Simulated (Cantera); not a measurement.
A perfectly stirred reactor is fed with 3.57 % H₂, 96.4 % O₂, equivalence ratio 0.018, at 2300 Pa; it is held at 1250 K, and followed from long to short residence time.

Computed with Cantera and the H2/O2 subset of GRI-Mech 3.0, which has no nitrogen chemistry. Radical loss at walls, strong at low pressure, is not modelled. The temperature is held fixed by assumption; the heat of reaction is taken as removed at once.

x: mole fraction; the columns are a selection and need not sum to one.

| τ (s) | x H₂ | x O₂ | x H₂O₂ | x H | x OH | x H₂O |
|---|---|---|---|---|---|---|
| 15 | 1.58e-5 | 0.963 | … | 5.23e-6 | 0.000339 | 0.0361 |
| 2.5 | 4.76e-5 | 0.962 | … | 3.09e-5 | 0.000614 | 0.0359 |
| 0.41 | 0.000139 | 0.960 | … | 0.000175 | 0.00110 | 0.0355 |
| 0.067 | 0.000394 | 0.954 | … | 0.000838 | 0.00189 | 0.0344 |
| 0.011 | 0.00112 | 0.944 | … | 0.00260 | 0.00293 | 0.0320 |
| 0.0018 | 0.00392 | 0.940 | … | 0.00455 | 0.00426 | 0.0274 |
| 0.00030 | 0.0155 | 0.948 | … | 0.00390 | 0.00480 | 0.0158 |

Q: Fill in the missing entries.

A: 
- 15, x H₂O₂: 2.62e-8
- 2.5, x H₂O₂: 4.63e-8
- 0.41, x H₂O₂: 7.21e-8
- 0.067, x H₂O₂: 9.85e-8
- 0.011, x H₂O₂: 1.28e-7
- 0.0018, x H₂O₂: 1.97e-7
- 0.00030, x H₂O₂: 2.52e-7
